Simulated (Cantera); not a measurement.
What does this Cantera script print?

```python
import numpy as np
import cantera as ct

gas_names = """
    H HO2 H2 H2O H2O2 O OH O2 O3 Ta TaO TaO2
""".split()
cond_names = """
    H2O(s) H2O(L) Ta(cr) Ta(L) Ta2O5(s) Ta2O5(L)
""".split()


# ... load() reads the species with a 1 bar reference pressure and builds the phases ...
atoms = {
    'Ta2O5': {'Ta': 2, 'O': 5},
    'H2': {'H': 2},
    'H2O': {'H': 2, 'O': 1},
}
top_T = {}  # K; cautious upper limits of use, not melting points


# ... equilibrate(T, P, feed) seeds the gas with the atoms and calls Mixture.equilibrate('TP', solver="vcs", rtol=1e-11, max_steps=5000) ...
results = []
T = 2100  # K
P = 13332.2  # Pa
for m in [0.13, 0.3, 0.48, 0.65, 0.83, 1, 1.2, 1.4, 1.5, 1.7, 1.9, 2.1]:
    feed = {'Ta2O5': 1, 'H2': 460, 'H2O': m}  # mol
    mix = equilibrate(T, P, feed)
    results.append((T, P, feed, dict(zip(mix.species_names, mix.species_moles))))
    x = sorted(zip(gas.X, gas.species_names), reverse=True)
    print(f"T = {T:g} K  P = {P:g} Pa  n(H2O) = {m:g} mol  gas = {mix.phase_moles(0):.4g} mol")
    print("   x: " + "  ".join(f"{s} {v:.3e}" for v, s in x if v > 1e-06))
    print("   condensed (mol): " + ("  ".join(f"{mix.phase(i).name} {mix.phase_moles(i):.4g}"
          for i in range(1, mix.n_phases) if mix.phase_moles(i) > 1e-12) or "none"))
```

It prints:

```
T = 2100 K  P = 13332.2 Pa  n(H2O) = 0.13 mol  gas = 462.1 mol
   x: H2 9.888e-01  H 8.485e-03  H2O 2.664e-03  TaO2 3.891e-05  TaO 7.607e-06  OH 2.722e-06
   condensed (mol): Ta(cr) 0.4353  Ta2O5(L) 0.7716
T = 2100 K  P = 13332.2 Pa  n(H2O) = 0.3 mol  gas = 462.3 mol
   x: H2 9.888e-01  H 8.485e-03  H2O 2.664e-03  TaO2 3.891e-05  TaO 7.607e-06  OH 2.722e-06
   condensed (mol): Ta(cr) 0.3675  Ta2O5(L) 0.8055
T = 2100 K  P = 13332.2 Pa  n(H2O) = 0.48 mol  gas = 462.5 mol
   x: H2 9.888e-01  H 8.485e-03  H2O 2.664e-03  TaO2 3.891e-05  TaO 7.607e-06  OH 2.722e-06
   condensed (mol): Ta(cr) 0.2956  Ta2O5(L) 0.8414
T = 2100 K  P = 13332.2 Pa  n(H2O) = 0.65 mol  gas = 462.6 mol
   x: H2 9.888e-01  H 8.485e-03  H2O 2.664e-03  TaO2 3.891e-05  TaO 7.607e-06  OH 2.722e-06
   condensed (mol): Ta(cr) 0.2278  Ta2O5(L) 0.8753
T = 2100 K  P = 13332.2 Pa  n(H2O) = 0.83 mol  gas = 462.8 mol
   x: H2 9.888e-01  H 8.485e-03  H2O 2.664e-03  TaO2 3.891e-05  TaO 7.607e-06  OH 2.722e-06
   condensed (mol): Ta(cr) 0.156  Ta2O5(L) 0.9112
T = 2100 K  P = 13332.2 Pa  n(H2O) = 1 mol  gas = 463 mol
   x: H2 9.888e-01  H 8.485e-03  H2O 2.664e-03  TaO2 3.891e-05  TaO 7.607e-06  OH 2.722e-06
   condensed (mol): Ta(cr) 0.0882  Ta2O5(L) 0.9451
T = 2100 K  P = 13332.2 Pa  n(H2O) = 1.2 mol  gas = 463.2 mol
   x: H2 9.888e-01  H 8.485e-03  H2O 2.664e-03  TaO2 3.891e-05  TaO 7.607e-06  OH 2.722e-06
   condensed (mol): Ta(cr) 0.008412  Ta2O5(L) 0.985
T = 2100 K  P = 13332.2 Pa  n(H2O) = 1.4 mol  gas = 463.4 mol
   x: H2 9.884e-01  H 8.484e-03  H2O 3.046e-03  TaO2 3.638e-05  TaO 6.220e-06  OH 3.112e-06
   condensed (mol): Ta2O5(L) 0.9901
T = 2100 K  P = 13332.2 Pa  n(H2O) = 1.5 mol  gas = 463.5 mol
   x: H2 9.882e-01  H 8.483e-03  H2O 3.259e-03  TaO2 3.517e-05  TaO 5.618e-06  OH 3.331e-06
   condensed (mol): Ta2O5(L) 0.9905
T = 2100 K  P = 13332.2 Pa  n(H2O) = 1.7 mol  gas = 463.7 mol
   x: H2 9.878e-01  H 8.481e-03  H2O 3.686e-03  TaO2 3.306e-05  TaO 4.667e-06  OH 3.768e-06
   condensed (mol): Ta2O5(L) 0.9913
T = 2100 K  P = 13332.2 Pa  n(H2O) = 1.9 mol  gas = 463.9 mol
   x: H2 9.874e-01  H 8.479e-03  H2O 4.113e-03  TaO2 3.129e-05  OH 4.205e-06  TaO 3.957e-06
   condensed (mol): Ta2O5(L) 0.9918
T = 2100 K  P = 13332.2 Pa  n(H2O) = 2.1 mol  gas = 464.1 mol
   x: H2 9.869e-01  H 8.477e-03  H2O 4.540e-03  TaO2 2.978e-05  OH 4.643e-06  TaO 3.410e-06
   condensed (mol): Ta2O5(L) 0.9923
```

Method: chemical equilibrium by Gibbs-energy minimisation in Cantera with the NASA 1993 tables (ideal gas, pure condensed phases). Mutual solubility and eutectic melting of coexisting phases are not modelled. Condensed phases not in the tables: N, O or C dissolved in the metal.
